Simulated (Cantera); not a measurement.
Feed: 1 mol NH₃, 2.6 mol H₂, 0.74 mol O₂, equilibrated at 2175 °C and 36.0 Pa.

These are equilibrium values from Cantera (NASA tables, ideal gas, pure condensed phases), not measurements of a reactor. Candidate condensed phases: H₂O; 24 gas species. Rates play no part.

Base state: H 0.499, H₂ 0.227, H₂O 0.0931, N₂ 0.0712, O 0.0585, OH 0.0400, O₂ 0.00991, NO 0.00137 (mole fractions); condensed: gas only.

Task: What changes in the equilibrium state with this change: pressure from 36.0 Pa to 17.0 Pa?

Result: 
```json
[
 {"species": "H", "before": "0.499", "after": "0.604"},
 {"species": "H₂", "before": "0.227", "after": "0.156"},
 {"species": "O", "before": "0.0585", "after": "0.0869"},
 {"species": "H₂O", "before": "0.0931", "after": "0.0450"},
 {"species": "OH", "before": "0.0400", "after": "0.0339"},
 {"species": "N₂", "before": "0.0712", "after": "0.0628"},
 {"species": "O₂", "before": "0.00991", "after": "0.0103"},
 {"species": "NO", "before": "0.00137", "after": "0.00131"}
]
```
